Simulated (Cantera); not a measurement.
Charge: 1 mol Si2H6, 0.51 mol HCl, 110 mol H2, equilibrated at 50000 Pa.

These are equilibrium values from Cantera (NASA tables, ideal gas, pure condensed phases), not measurements of a reactor. Candidate condensed phases: Si; 19 gas species. The feed counts by its element totals alone. Gases not in the tables: Si2H6 and higher silanes. The numbers say what is thermodynamically allowed, not how fast it happens.

x: gas mole fraction; n: condensed amount in mol.

| T (K) | x H2 | x HCl | x SiHCl3 | x SiCl4 | n Si(s) | n Si(l) |
|---|---|---|---|---|---|---|
| 823 | 0.998 | 0.000559 | [?] | 0.000350 | 1.86 | 0 |
| 898 | 0.998 | 0.00126 | [?] | 0.000279 | 1.88 | 0 |
| 973 | 0.997 | 0.00231 | [?] | 0.000171 | 1.92 | 0 |
| 1048 | 0.996 | 0.00341 | [?] | 6.73e-5 | 1.96 | 0 |
| 1123 | 0.996 | 0.00407 | [?] | 1.58e-5 | 1.98 | 0 |
| 1198 | 0.996 | 0.00429 | [?] | 3.01e-6 | 1.99 | 0 |
| 1273 | 0.996 | 0.00435 | [?] | 6.09e-7 | 1.99 | 0 |
| 1348 | 0.996 | 0.00437 | [?] | 1.43e-7 | 1.99 | 0 |
| 1423 | 0.996 | 0.00437 | [?] | 3.87e-8 | 1.99 | 0 |
| 1498 | 0.996 | 0.00436 | [?] | 1.19e-8 | 1.99 | 0 |
| 1573 | 0.996 | 0.00436 | [?] | 4.12e-9 | 1.99 | 0 |
| 1648 | 0.995 | 0.00435 | [?] | 1.57e-9 | 1.99 | 0 |
| 1723 | 0.995 | 0.00436 | [?] | 6.11e-10 | 0 | 1.99 |

Question: Complete the blanks.

Answer: 
- 823, x SiHCl3: 0.000753
- 898, x SiHCl3: 0.000616
- 973, x SiHCl3: 0.000415
- 1048, x SiHCl3: 0.000201
- 1123, x SiHCl3: 6.65e-5
- 1198, x SiHCl3: 1.88e-5
- 1273, x SiHCl3: 5.57e-6
- 1348, x SiHCl3: 1.85e-6
- 1423, x SiHCl3: 6.85e-7
- 1498, x SiHCl3: 2.80e-7
- 1573, x SiHCl3: 1.25e-7
- 1648, x SiHCl3: 5.98e-8
- 1723, x SiHCl3: 2.88e-8
